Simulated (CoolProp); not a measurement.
Aqueous ammonia as a coolant, 22 % by mass, freezing at -43.2 °C, 1 atm.

Values from CoolProp's Melinder's fits for secondary coolants.

```json
[
 {"T (°C)": "-13.8", "conductivity (W/(m K))": "?", "density (kg/m³)": "931.4", "viscosity (mPa s)": "3.67", "Prandtl number": "37.9"},
 {"T (°C)": "-8.8", "conductivity (W/(m K))": "0.421", "density (kg/m³)": "929.6", "viscosity (mPa s)": "3.04", "Prandtl number": "30.6"},
 {"T (°C)": "-3.8", "conductivity (W/(m K))": "0.430", "density (kg/m³)": "927.6", "viscosity (mPa s)": "2.55", "Prandtl number": "25.2"},
 {"T (°C)": "1.2", "conductivity (W/(m K))": "0.439", "density (kg/m³)": "925.4", "viscosity (mPa s)": "2.18", "Prandtl number": "21.0"},
 {"T (°C)": "6.2", "conductivity (W/(m K))": "?", "density (kg/m³)": "923.2", "viscosity (mPa s)": "1.87", "Prandtl number": "?"},
 {"T (°C)": "11.1", "conductivity (W/(m K))": "0.456", "density (kg/m³)": "920.9", "viscosity (mPa s)": "1.63", "Prandtl number": "15.1"},
 {"T (°C)": "16.1", "conductivity (W/(m K))": "?", "density (kg/m³)": "918.4", "viscosity (mPa s)": "1.42", "Prandtl number": "12.9"},
 {"T (°C)": "21.1", "conductivity (W/(m K))": "0.473", "density (kg/m³)": "915.8", "viscosity (mPa s)": "1.24", "Prandtl number": "11.1"},
 {"T (°C)": "26.1", "conductivity (W/(m K))": "0.481", "density (kg/m³)": "913.0", "viscosity (mPa s)": "1.09", "Prandtl number": "9.51"}
]
```

Question: What belongs in the gaps?

Answer: 
- -13.8, conductivity (W/(m K)): 0.412
- 6.2, conductivity (W/(m K)): 0.447
- 6.2, Prandtl number: 17.7
- 16.1, conductivity (W/(m K)): 0.464
